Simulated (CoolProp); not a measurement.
Vapour-liquid equilibrium of isobutane (1) + R245fa (2) at 0.655 MPa; x and y are mole fractions of (1).

Values from CoolProp's multi-fluid Helmholtz-energy mixture model, Bücker 2006 and Akasaka 2015; pair parameters Bell 2016.

Question: Give the bubble temperature and the first vapour's composition at x = 0.125, 0.425, 0.575. Is there an azeotrope?

Answer: x = 0.125: 56.9 °C, y = 0.388; x = 0.425: 45.6 °C, y = 0.629; x = 0.575: 44.2 °C, y = 0.676. y crosses x between x = 0.725 and 0.8: the model has an azeotrope there.

Pair parameters are fitted to limited data, so mixtures are less certain than the pure fluids. With so large a gap from Raoult's law the liquid may split in two, which this calculation doesn't test in full.
